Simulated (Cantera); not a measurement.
A freely propagating, adiabatic, planar premixed flame of 25.2 % H2, 15.7 % O2, 59.1 % N2, equivalence ratio 0.80, unburnt at 550 K and 3750 Torr; mixture-averaged transport, grid criteria slope 0.08 and curve 0.16, no radiation.

Cantera simulation using the H2/O2 subset of GRI-Mech 3.0, which has no nitrogen chemistry; the numbers are that mechanism's predictions, not measurements. The hydrogen kinetics of GRI-Mech 3.0 are dated; newer H2 mechanisms differ, most at raised pressure. Burning velocities carry a grid error of a few per cent, more on coarse grids.

Predict: laminar burning velocity; thermal thickness; peak x(H2O2); peak x(HO2); peak x(O).


```
Quantity                     Result
------------------------  ---------
laminar burning velocity   410 cm/s
thermal thickness         0.0565 mm
peak x(H2O2)                9.73e-5
peak x(HO2)                0.000932
peak x(O)                   0.00790
```
